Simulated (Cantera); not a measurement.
Ignition delay

Mixture: 4.79 % CH4, 20.0 % O2, 75.2 % N2, at 25500 Torr, adiabatic and at constant volume. Ignition delay is the time to a rise of 400 K.

Cantera simulation using GRI-Mech 3.0 (53 species, 325 reactions); the numbers are that mechanism's predictions, not measurements. The pressure lies above the range GRI-Mech 3.0 was tuned for (to about 10 atm).

| T0 (K) | delay (ms) |
|---|---|
| 1273 | 0.422 |
| 1323 | 0.246 |
| 1373 | 0.149 |
| 1423 | 0.0929 |
| 1473 | 0.0595 |
| 1523 | 0.0390 |
| 1573 | 0.0261 |

```
Quantity                                                 Value
--------------------------------------------------  ----------
apparent activation energy between 1473 and 1573 K  160 kJ/mol
```
